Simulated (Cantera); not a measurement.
A perfectly stirred reactor is fed with H₂ : O₂ : N₂ : H₂O = 1 : 0.893 : 3.36 : 0.32 (molar parts), equivalence ratio 0.56, at 15.0 bar; it is adiabatic with a 650 K inlet, and is followed from long to short residence time, starting on the burning branch (τ in s: 0.026, 0.012, 0.0055, 0.0025, 0.0011, 0.00053, 0.00024, 0.00011, 5e-05, 2.3e-05, 1.1e-05, 4.8e-06).

Cantera simulation using GRI-Mech 3.0 (53 species, 325 reactions); the numbers are that mechanism's predictions, not measurements. The hydrogen kinetics of GRI-Mech 3.0 are dated; newer H2 mechanisms differ, most at raised pressure. The pressure lies above the range GRI-Mech 3.0 was tuned for (to about 10 atm).

**Question.** Predict: blow-out, bracketed by the residence times tried; x(H₂) at τ = 26.0 ms; x(O₂) at τ = 26.0 ms; x(H₂O) at τ = 26.0 ms; x(O) at τ = 26.0 ms; x(H) at τ = 26.0 ms; x(H₂) at τ = 0.240 ms; x(O₂) at τ = 0.240 ms; x(H₂O) at τ = 0.240 ms; x(O) at τ = 0.240 ms; x(H) at τ = 0.240 ms.

**Answer.** 
```json
{
  "blow_out_bracketed_by_the_residence_times_tried": "burning at 4.80 µs, the shortest tried",
  "x(H₂) at τ = 26.0 ms": "7.08e-5",
  "x(O₂) at τ = 26.0 ms": "0.0771",
  "x(H₂O) at τ = 26.0 ms": "0.259",
  "x(O) at τ = 26.0 ms": "3.80e-5",
  "x(H) at τ = 26.0 ms": "2.87e-6",
  "x(H₂) at τ = 0.240 ms": "0.00103",
  "x(O₂) at τ = 0.240 ms": "0.0772",
  "x(H₂O) at τ = 0.240 ms": "0.258",
  "x(O) at τ = 0.240 ms": "0.000206",
  "x(H) at τ = 0.240 ms": "6.19e-5"
}
```
